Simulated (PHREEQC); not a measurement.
Dissolve 0.15 mol/kgw HF, 0.0054 mol/kgw KF and 0.015 mol/kgw (NH4)2SiF6 at 80 °C and 10 atm. Closed to the air; pH follows from the charge balance.

Computed with PHREEQC (ion-association model, phreeqc.dat).

```tsv
quantity	before	after
pH	2.26	3.17
ionic strength (mol/kgw)	0.0569	0.0511
F- (mol/kgw)	0.00748	0.00607
HF2- (mol/kgw)	0.00444	0.000370
NH3 (mol/kgw)	6.18e-8	5.01e-7
SI of Quartz (SiO2)	-4.78	-0.64
```

Question: Which change was made?
A. HF from 0.15 to 0.015 mol/kgw
B. 0.0032 mol/kgw H2SO4 added
C. temperature from 80 to 85 °C
D. HF left out
E. temperature from 80 to 35 °C

Answer: A, HF from 0.15 to 0.015 mol/kgw

This is a speciation only: nothing precipitates in the calculation. Constants without temperature data keep their 25 °C values here. SiF6-2 is the database's only silicon fluoride.
